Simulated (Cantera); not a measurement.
A Cantera script and what it prints.

```python
import numpy as np
import cantera as ct

gas_names = """
    AL ALH ALN AL2 H H2 N NH NH2 NH3 N2 N2H2 N2H4
""".split()
cond_names = """
    AL(cr) AL(L) ALN(s)
""".split()


# ... load() reads the species with a 1 bar reference pressure and builds the phases ...
atoms = {
    'AlN': {'AL': 1, 'N': 1},
    'H2': {'H': 2},
}
top_T = {'ALN(s)': 2750}  # K; cautious upper limits of use, not melting points


# ... equilibrate(T, P, feed) seeds the gas with the atoms and calls Mixture.equilibrate('TP', solver="vcs", rtol=1e-11, max_steps=5000) ...
results = []
feed = {'AlN': 1, 'H2': 0.029}  # mol
P = 5800  # Pa
for T in [2175, 2225, 2275, 2325, 2375, 2425, 2475]:
    mix = equilibrate(T, P, feed)
    results.append((T, P, feed, dict(zip(mix.species_names, mix.species_moles))))

top = {s: max(r[3][s] / sum(r[3][g] for g in gas_names) for r in results) for s in gas_names}
cols = sorted((s for s in top if top[s] > 0.0001), key=lambda s: -top[s])[:5]
seen = [c for c in cond_names if any(r[3].get(c, 0) > 1e-12 for r in results)]
print("log10 of partial pressures in bar; condensed amounts in mol")
print(f"{'T/K':>10s}" + "".join(f"{s[:9]:>10s}" for s in cols + seen))
for T, P, feed, n in results:
    ng = sum(n[g] for g in gas_names)
    print(f"{T:10.4g}" + "".join(f"{np.log10(max(n[s] / ng * P / 1e5, 1e-99)):10.3f}" for s in cols)
          + "".join(f"{n.get(c, 0):10.4g}" for c in seen))
```

Result:

```
log10 of partial pressures in bar; condensed amounts in mol
       T/K        H2        AL        N2         H       ALH    ALN(s)
      2175    -1.339    -2.149    -2.431    -2.981    -3.525    0.9954
      2225    -1.419    -1.922    -2.207    -2.898    -3.378    0.9908
      2275    -1.582    -1.705    -1.993    -2.862    -3.280    0.9783
      2325    -2.074    -1.497    -1.790    -2.996    -3.354    0.8972
      2375    -3.085    -1.425    -1.722    -3.393    -3.822         0
      2425    -3.108    -1.425    -1.723    -3.301    -3.866         0
      2475    -3.136    -1.425    -1.723    -3.216    -3.912         0
```

Equilibrium computed with Cantera from the NASA thermochemical tables; the gas is ideal and each condensed phase is pure.
